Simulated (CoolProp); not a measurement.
Vapour-liquid equilibrium of R134a (1) + R1234ze(E) (2) at 70.65 °C; x and y are mole fractions of (1).

The numbers come from the multi-fluid Helmholtz-energy mixture model, Tillner-Roth 1994 and Thol 2016; pair parameters Bell 2022 in CoolProp.

```csv
x,"bubble pressure, mixture model (MPa)","bubble pressure, Raoult's law (MPa)","y, mixture model","y, Raoult's law"
0.05,___,1.660,0.063,0.065
0.125,1.725,1.699,0.153,0.158
0.2,1.774,1.737,0.237,0.247
0.275,1.819,1.776,0.316,0.333
0.35,1.862,1.814,0.393,0.414
0.425,1.902,1.853,0.467,0.493
0.5,1.940,1.891,0.540,0.568
0.575,1.975,1.930,___,0.640
0.65,2.009,1.968,0.681,0.709
0.725,2.041,2.007,___,0.776
0.8,2.072,2.045,___,0.840
0.875,2.101,2.084,0.887,0.902
0.95,2.130,2.122,0.955,0.961
```

Some entries are withheld; supply them.


- 0.05, bubble pressure, mixture model (MPa): 1.672
- 0.575, y, mixture model: 0.611
- 0.725, y, mixture model: 0.750
- 0.8, y, mixture model: 0.818

The largest gap from Raoult's law is +2.6 % in bubble pressure, at x = 0.425. No azeotrope shows between x = 0.05 and 0.95.

The pair parameters rest on a limited set of measurements; away from them the model extrapolates.
